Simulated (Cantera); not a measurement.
A perfectly stirred reactor is fed with CH4 : CO : O2 : N2 = 1 : 0.11 : 2.45 : 9.2 (molar parts), equivalence ratio 0.84, at 0.230 bar; it is adiabatic with a 650 K inlet, and is followed from long to short residence time, starting on the burning branch (τ in s: 0.099, 0.046, 0.021, 0.01, 0.0046, 0.0022, 0.001, 0.00047, 0.00022, 0.0001, 4.7e-05).

Cantera simulation using GRI-Mech 3.0 (53 species, 325 reactions); the numbers are that mechanism's predictions, not measurements.

x: mole fraction; the columns are a selection and need not sum to one.

```
τ (s)    T (K)     x CH4     x CO    x O2    x HCO    x HO2    x C2H4      x NO
-------  -----  --------  -------  ------  -------  -------  --------  --------
0.099     2203   4.83e-6   0.0104  0.0345  8.70e-8  1.36e-6  1.27e-10   0.00127
0.046     2169   8.71e-6   0.0126  0.0360  1.85e-7  1.40e-6  3.24e-10  0.000701
0.021     2118   1.57e-5   0.0156  0.0378  3.96e-7      ___  7.66e-10  0.000349
0.010     2059   2.78e-5   0.0186  0.0397  8.01e-7      ___   1.75e-9  0.000173
0.0046    1992   5.27e-5   0.0216  0.0418  1.65e-6      ___   4.60e-9   8.61e-5
0.0022    1928  0.000102   0.0244  0.0439  3.28e-6      ___   1.32e-8   4.82e-5
0.0010    1864  0.000219   0.0277  0.0465  6.87e-6      ___   4.86e-8   2.79e-5
0.00047   1807  0.000498   0.0325  0.0503  1.44e-5      ___   2.18e-7   1.71e-5
0.00022   1742   0.00138   0.0415  0.0582  3.22e-5      ___   1.62e-6   1.01e-5
0.00010    650    0.0784  0.00862   0.192   <1e-12   <1e-12    <1e-12    <1e-12
4.7e-5     650    0.0784  0.00862   0.192   <1e-12   <1e-12    <1e-12    <1e-12
```

Task: Some entries are withheld; supply them.

Result: 
- 0.021, x HO2: 1.58e-6
- 0.010, x HO2: 1.96e-6
- 0.0046, x HO2: 2.61e-6
- 0.0022, x HO2: 3.50e-6
- 0.0010, x HO2: 4.98e-6
- 0.00047, x HO2: 7.88e-6
- 0.00022, x HO2: 1.74e-5
